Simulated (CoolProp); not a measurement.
Sulfur hexafluoride along the isotherm 22.05 °C: fugacity coefficient from the reference equation and from simpler models built on Tc = 45.6 °C, pc = 3.755 MPa, ω = 0.210; each cubic takes its own stable root.

The numbers come from the reference Helmholtz-energy equation of state, Guder 2009 in CoolProp.

```tsv
p (MPa)	phase	reference	van der Waals	Redlich-Kwong	Soave-Redlich-Kwong	Peng-Robinson
0.0594	gas	0.9932	0.9944	0.9933	0.9931	0.9925
0.0924	gas	0.9894	0.9912	0.9896	0.9893	0.9883
0.144	gas	0.9835	0.9863	0.9838	0.9833	0.9818
0.224	gas	0.9744	0.9787	0.9748	0.9741	0.9717
0.349	gas	0.9602	0.9669	0.9608	0.9598	0.9561
0.543	gas	0.9382	0.9486	0.9392	0.9376	0.9320
0.846	gas	0.9039	0.9199	0.9057	0.9032	0.8949
1.32	gas	0.8504	0.8751	0.8536	0.8497	0.8376
2.05	gas	0.7663	0.8050	0.7731	0.7666	0.7501
3.19	liquid	0.5389	0.6510	0.5752	0.5477	0.5296
4.97	liquid	0.3725	0.4673	0.4019	0.3817	0.3657
7.74	liquid	0.2674	0.3525	0.2920	0.2766	0.2615
12.1	liquid	0.2026	0.2860	0.2241	0.2117	0.1963
18.8	liquid	0.1675	0.2596	0.1875	0.1766	0.1593
```
